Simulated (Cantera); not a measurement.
# Gas activation for diamond growth

An isothermal, constant-pressure homogeneous reactor starts with CH4 : H2 : CO2 = 0.025 : 1 : 0.0027 (molar parts), at 2650 K and 0.0263 atm.

Cantera simulation using GRI-Mech 3.0 (53 species, 325 reactions); the numbers are that mechanism's predictions, not measurements. GRI-Mech 3.0 stops at C3 and has no aromatics, soot or wall deposition, so with more carbon than oxygen in the feed, carbon stays in small species such as C2H2 where larger ones or solid carbon would form. Radical loss at walls, strong at low pressure, is not modelled.

| t (s) | x CH4 | x H2 | x CO2 | x O | x CH2O | x CH3 |
|---|---|---|---|---|---|---|
| 5.00e-6 | 0.0240 | 0.973 | 0.00263 | 9.13e-10 | 1.49e-10 | 0.000300 |
| 3.34e-5 | 0.0228 | 0.970 | 0.00260 | 2.26e-9 | 3.05e-8 | 0.00150 |
| 0.000224 | 0.0162 | 0.953 | 0.00183 | 8.58e-8 | 3.36e-7 | 0.00597 |
| 0.00150 | 0.00170 | 0.933 | 2.08e-6 | 8.77e-7 | 1.16e-7 | 0.00154 |
| 0.0100 | 0.000120 | 0.906 | 4.90e-7 | 7.64e-7 | 6.92e-9 | 0.000182 |
| 0.0669 | 3.92e-6 | 0.820 | 4.77e-12 | 3.51e-11 | 8.43e-11 | 1.37e-5 |
| 0.447 | 1.36e-6 | 0.738 | 1.75e-12 | 3.33e-11 | 3.56e-11 | 7.85e-6 |
| 2.99 | 1.35e-6 | 0.738 | 1.74e-12 | 3.33e-11 | 3.53e-11 | 7.82e-6 |
| 20.0 | 1.35e-6 | 0.738 | 1.74e-12 | 3.33e-11 | 3.53e-11 | 7.82e-6 |
x: mole fraction; the columns are a selection and need not sum to one.

Equilibrium at this temperature and pressure: CH4 1.36e-6, H2 0.738, CO2 1.75e-12, O 3.36e-11, CH2O 3.53e-11, CH3 7.89e-6 (gas phase only).
